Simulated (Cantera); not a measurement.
An isothermal, constant-pressure homogeneous reactor starts with NO : N₂ = 1 : 1.7 (molar parts), at 1700 K and 1.00 bar.

Model: GRI-Mech 3.0 (53 species, 325 reactions), integrated in Cantera.

**Question.** Predict: x(NO) at 200 s; x(N₂) at 200 s; x(NO₂) at 200 s; x(N₂O) at 200 s; x(O₂) at 200 s.

**Answer.** x(NO) at 200 s: 0.0129 (gas-phase equilibrium 0.00277)
x(N₂) at 200 s: 0.808 (gas-phase equilibrium 0.813)
x(NO₂) at 200 s: 3.71e-5 (gas-phase equilibrium 8.10e-6)
x(N₂O) at 200 s: 2.21e-7 (gas-phase equilibrium 1.64e-7)
x(O₂) at 200 s: 0.179 (gas-phase equilibrium 0.184)
